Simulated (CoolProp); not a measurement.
Ethanol along the isobar 20900 kPa: Z from the reference equation and from simpler models built on Tc = 514.7 K, pc = 6268 kPa, ω = 0.644; each cubic takes its own stable root.

Values from CoolProp's reference Helmholtz-energy equation of state, Schroeder 2014.

```csv
T (K),phase,reference
376.6,liquid,0.4171
386.6,liquid,0.4116
396.7,liquid,0.4066
406.7,liquid,0.4024
416.7,liquid,0.3989
426.8,liquid,0.3960
436.8,liquid,0.3938
446.8,liquid,0.3923
456.9,liquid,0.3915
466.9,liquid,0.3914
476.9,liquid,0.3920
487,liquid,0.3935
497,liquid,0.3957
507.1,liquid,0.3991
```

Problem. How far does each simpler model (van der Waals, Redlich-Kwong, Soave-Redlich-Kwong) lie from the reference over these 14 states: mean and median of the absolute difference, and the worst?

Solution. 
- van der Waals: mean 72.1 %, median 73.3 %, worst +78.2 % at 376.6 K and 20900 kPa
- Redlich-Kwong: mean 28.4 %, median 28.5 %, worst +28.9 % at 456.9 K and 20900 kPa
- Soave-Redlich-Kwong: mean 22.2 %, median 21.7 %, worst +26.6 % at 507.1 K and 20900 kPa
